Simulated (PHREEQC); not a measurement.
Consider water at 55 °C with 0.2 mol/kgw HCl, 0.00056 mol/kgw AlCl3 and 0.02 mol/kgw CuCl2. Closed to the air; pH follows from the charge balance.

Model: ion-association model, wateq4f.dat, run in PHREEQC.

```csv
quantity,before,after
pH,0.81,1.47
ionic strength (mol/kgw),0.246,0.0512
Cu+2 (mol/kgw),0.0115,0.00326
CuCl+ (mol/kgw),0.00787,0.000727
CuCl2 (mol/kgw),0.000588,1.59e-5
SI of Tenorite (CuO),-7.46,-6.48
SI of Cu(OH)2 (Cu(OH)2),-8.49,-7.50
```

Task: Which change was made?
A. AlCl3 left out
B. diluted 5-fold with water
C. 0.033 mol/kgw H2SO4 added
D. temperature from 55 to 15 °C
E. diluted 100-fold with water

Result: B, diluted 5-fold with water

This is a speciation only: nothing precipitates in the calculation. Away from 25 °C the constants follow the database's enthalpies or fits; those with neither stay at their 25 °C values.
